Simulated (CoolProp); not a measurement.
Vapour-liquid equilibrium of R13 (1) + n-butane (2) at 0.884 bar; x and y are mole fractions of (1).

Computed with CoolProp (multi-fluid Helmholtz-energy mixture model, Platzer 1990 and Bücker 2006; pair parameters Bell 2016). This equation is an older, rougher fit; its heat capacities, sound speeds and derivatives of the liquid may be far off and weren't checked against measurements.

```json
[
 {"x": "0.05", "bubble temperature, mixture model (°C)": "-36.3", "bubble temperature, Raoult's law (°C)": "-23.4", "y, mixture model": "0.772", "y, Raoult's law": "0.584"},
 {"x": "0.2", "bubble temperature, mixture model (°C)": "-65.2", "bubble temperature, Raoult's law (°C)": "-50.8", "y, mixture model": "0.965", "y, Raoult's law": "0.918"},
 {"x": "0.35", "bubble temperature, mixture model (°C)": "-72.7", "bubble temperature, Raoult's law (°C)": "-63.1", "y, mixture model": "0.982", "y, Raoult's law": "0.970"},
 {"x": "0.5", "bubble temperature, mixture model (°C)": "-76.2", "bubble temperature, Raoult's law (°C)": "-70.6", "y, mixture model": "0.988", "y, Raoult's law": "0.987"},
 {"x": "0.65", "bubble temperature, mixture model (°C)": "-78.5", "bubble temperature, Raoult's law (°C)": "-75.8", "y, mixture model": "0.991", "y, Raoult's law": "0.994"},
 {"x": "0.8", "bubble temperature, mixture model (°C)": "-80.6", "bubble temperature, Raoult's law (°C)": "-79.8", "y, mixture model": "0.994", "y, Raoult's law": "0.997"},
 {"x": "0.95", "bubble temperature, mixture model (°C)": "-83.0", "bubble temperature, Raoult's law (°C)": "-83.0", "y, mixture model": "0.998", "y, Raoult's law": "1.000"}
]
```

The largest gap from Raoult's law is -14.4 K in bubble temperature, at x = 0.2. No azeotrope shows between x = 0.05 and 0.95.

The pair parameters rest on a limited set of measurements; away from them the model extrapolates. With so large a gap from Raoult's law the liquid may split in two, which this calculation doesn't test in full.
